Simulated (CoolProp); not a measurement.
Computed with CoolProp (reference Helmholtz-energy equation of state, Leachman 2009).

Task: For normal hydrogen, give the phase and the speed of sound (m/s), conductivity (mW/(m K)), Prandtl number at 187.9 K and 1.16 MPa; 235.8 K and 3.11 MPa.

Result: 
- 187.9 K and 1.16 MPa: gas; speed of sound 1070, conductivity 127, Prandtl number 0.683
- 235.8 K and 3.11 MPa: supercritical; speed of sound 1200, conductivity 158, Prandtl number 0.679

Viscosity comes from a separate model (Muzny 2013). Thermal conductivity comes from a separate model (Assael 2011).
